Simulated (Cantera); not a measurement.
Input: 1 mol Si3N4, 13 mol H2O, 7.9 mol N2, at 1600 °C.

Cantera equilibrium calculation (NASA polynomials, part measured and part estimated; ideal gas, pure solids and liquids). Candidate condensed phases: H2O, Si, SiO2, Si2N2O, Si3N4; 35 gas species. The tables hold silica as quartz up to 1696 K and as liquid above; real silica turns to tridymite and cristobalite and melts near 1996 K. Gases not in the tables: Si(OH)4. Rates play no part.

Which condensed phases are stable at each of these points (P (Pa)): 1, 10, 100, 1000, 10000, 100000?


```
P (Pa)  condensed phases  Si condensed (%)
------  ----------------  ----------------
1               gas only               0.0
10       SiO2(condensed)              60.1
100      SiO2(condensed)              94.6
1000     SiO2(condensed)              99.4
10000    SiO2(condensed)              99.9
100000   SiO2(condensed)             100.0
```

At 1.00 Pa nothing is condensed. From 10.0 Pa to 1.00 bar the condensed part is SiO2(condensed). The share of Si in condensed phases is highest at 1.00 bar (100.0 %) and lowest at 1.00 Pa (0.0 %).
